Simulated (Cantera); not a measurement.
A closed system holds: 1 mol BN, a varied amount of H2, at 1573 K and 1.80e-5 bar.

These are equilibrium values from Cantera (NASA tables, ideal gas, pure condensed phases), not measurements of a reactor. Candidate condensed phases: B, BN; 15 gas species. Mutual solubility and eutectic melting of coexisting phases are not modelled. Equilibrium is a limit: real reactors are often held back by kinetics, nucleation or transport.

Problem. Which condensed phases are stable at each of these points (n(H2) (mol)): 26, 59, 92, 130, 160, 190, 220, 260, 290, 320, 360?

Solution. 
```json
[
 {"n(H2) (mol)": "26", "condensed phases": "B(s) + BN(s)", "B condensed (%)": "99.9"},
 {"n(H2) (mol)": "59", "condensed phases": "B(s) + BN(s)", "B condensed (%)": "99.9"},
 {"n(H2) (mol)": "92", "condensed phases": "B(s) + BN(s)", "B condensed (%)": "99.8"},
 {"n(H2) (mol)": "130", "condensed phases": "B(s) + BN(s)", "B condensed (%)": "99.7"},
 {"n(H2) (mol)": "160", "condensed phases": "B(s) + BN(s)", "B condensed (%)": "99.7"},
 {"n(H2) (mol)": "190", "condensed phases": "B(s) + BN(s)", "B condensed (%)": "99.6"},
 {"n(H2) (mol)": "220", "condensed phases": "B(s) + BN(s)", "B condensed (%)": "99.5"},
 {"n(H2) (mol)": "260", "condensed phases": "B(s)", "B condensed (%)": "99.4"},
 {"n(H2) (mol)": "290", "condensed phases": "B(s)", "B condensed (%)": "99.4"},
 {"n(H2) (mol)": "320", "condensed phases": "B(s)", "B condensed (%)": "99.3"},
 {"n(H2) (mol)": "360", "condensed phases": "B(s)", "B condensed (%)": "99.2"}
]
```

From 26 mol H2 to 220 mol H2 the condensed part is B(s) + BN(s). From 260 mol H2 to 360 mol H2 the condensed part is B(s).
